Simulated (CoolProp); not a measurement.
R1234yf along the isotherm 132.65 °C: fugacity coefficient from the reference equation and from simpler models built on Tc = 94.7 °C, pc = 3.384 MPa, ω = 0.276; each cubic takes its own stable root.

Values from CoolProp's reference Helmholtz-energy equation of state, Lemmon 2022.

```csv
p (MPa),phase,reference,van der Waals,Redlich-Kwong,Soave-Redlich-Kwong
0.705,gas,0.9487,0.9516,0.9474,0.9503
1.41,gas,0.8987,0.9037,0.8961,0.9020
2.12,gas,0.8495,0.8556,0.8455,0.8544
2.82,gas,0.8021,0.8082,0.7967,0.8087
3.53,supercritical,0.7551,0.7595,0.7480,0.7634
4.23,supercritical,0.7096,0.7101,0.7006,0.7197
4.94,supercritical,0.6645,0.6584,0.6535,0.6768
5.64,supercritical,0.6215,0.6118,0.6096,0.6368
6.35,supercritical,0.5812,0.5727,0.5705,0.6001
7.05,supercritical,0.5463,0.5413,0.5378,0.5685
7.76,supercritical,0.5159,0.5151,0.5098,0.5410
8.46,supercritical,0.4904,0.4937,0.4865,0.5177
```
